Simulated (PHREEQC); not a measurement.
Make-up at 25 °C: 0.11 mol HF, 0.0019 mol KOH and 0.55 mol NaCl per kg of water. Closed to the air; pH follows from the charge balance.

Equilibrium calculation in PHREEQC: ion-association model, wateq4f.dat.

Each row changes one thing in this solution. This is a speciation only: nothing precipitates in the calculation.

```
case                                          pH  ionic strength (mol/kgw)  HF (mol/kgw)  H2F2 (mol/kgw)  F- (mol/kgw)  HF2- (mol/kgw)
------------------------------------------  ----  ------------------------  ------------  --------------  ------------  --------------
as made                                     2.06                     0.562        0.0672          0.0134       0.00941         0.00276
HF replaced by NH4HF2 at the same molality   ___                     0.654        0.0615          0.0115        0.0814          0.0223
KOH from 0.0019 to 0.00209 mol/kgw          2.06                     0.562        0.0671          0.0134       0.00948         0.00278
temperature from 25 to 15 °C                2.05                     0.562        0.0617          0.0161       0.00995         0.00245
HF from 0.11 to 0.121 mol/kgw               2.04                     0.563        0.0727          0.0157       0.00968         0.00307
NaCl replaced by KCl at the same molality   2.08                     0.563        0.0674          0.0135       0.00989             ___
diluted 5-fold with water                   2.46                     0.114           ___        0.000669       0.00418        0.000260
HF replaced by HBF4 at the same molality    1.10                     0.658        0.0121        0.000447      0.000193         1.04e-5
```

Task: Some entries are withheld; supply them.

Result: 
- HF replaced by NH4HF2 at the same molality, pH: 3.02
- NaCl replaced by KCl at the same molality, HF2- (mol/kgw): 0.00291
- diluted 5-fold with water, HF (mol/kgw): 0.0158

wateq4f.dat counts part of the HF as a dimer, H2F2, which phreeqc.dat doesn't know; its constant is uncertain.
